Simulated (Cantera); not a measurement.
A closed system holds: 1 mol Ca(OH)2, 3 mol H2, 0.095 mol CO2, at 1800 K and 0.0790 bar.

Cantera equilibrium calculation (NASA polynomials, part measured and part estimated; ideal gas, pure solids and liquids). Candidate condensed phases: C, C6H6, C7H8, C8H18, Ca, CaCO3, CaO, Ca(OH)2, H2O; 115 gas species. Equilibrium is a limit: real reactors are often held back by kinetics, nucleation or transport.

Base state: H2 0.711, H2O 0.265, CO 0.0211, CO2 0.00206, H 0.00107, OH 2.65e-5 (mole fractions); condensed: CaO(s).

Problem. What changes in the equilibrium state with this change: temperature from 1800 K to 1623 K?

Solution. 
```tsv
species	before	after
H2	0.711	0.712
H2O	0.265	0.265
CO	0.0211	0.0207
H	0.00107	0.000207
CO2	0.00206	0.00249
OH	2.65e-5	3.23e-6
CaO(s), mol	1.000	1.000
```

Problem. What changes in the equilibrium state with this change: temperature from 1800 K to 1623.15 K?

Solution. 
| species | before | after |
|---|---|---|
| H2 | 0.711 | 0.712 |
| H2O | 0.265 | 0.265 |
| CO | 0.0211 | 0.0207 |
| H | 0.00107 | 0.000208 |
| CO2 | 0.00206 | 0.00249 |
| OH | 2.65e-5 | 3.24e-6 |
| CaO(s), mol | 1.000 | 1.000 |
